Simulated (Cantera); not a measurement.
Feed: 1 mol SiH4, 12 mol H2, at 2150 K.

Method: chemical equilibrium by Gibbs-energy minimisation in Cantera with the NASA 1993 tables (ideal gas, pure condensed phases). Candidate condensed phases: Si; 9 gas species. Gases not in the tables: Si2H6 and higher silanes. Equilibrium is a limit: real reactors are often held back by kinetics, nucleation or transport.

Question: What share of the Si ends up in condensed phases as a function of P (Pa), at 100, 320, 1000, 3200, 10000, 32000, 100000?

Answer: 
```json
[
 {"P (Pa)": "100", "Si condensed (%)": "0.0", "as": "-"},
 {"P (Pa)": "320", "Si condensed (%)": "0.0", "as": "-"},
 {"P (Pa)": "1000", "Si condensed (%)": "64.0", "as": "Si(l)"},
 {"P (Pa)": "3200", "Si condensed (%)": "88.4", "as": "Si(l)"},
 {"P (Pa)": "10000", "Si condensed (%)": "95.9", "as": "Si(l)"},
 {"P (Pa)": "32000", "Si condensed (%)": "98.4", "as": "Si(l)"},
 {"P (Pa)": "100000", "Si condensed (%)": "99.2", "as": "Si(l)"}
]
```
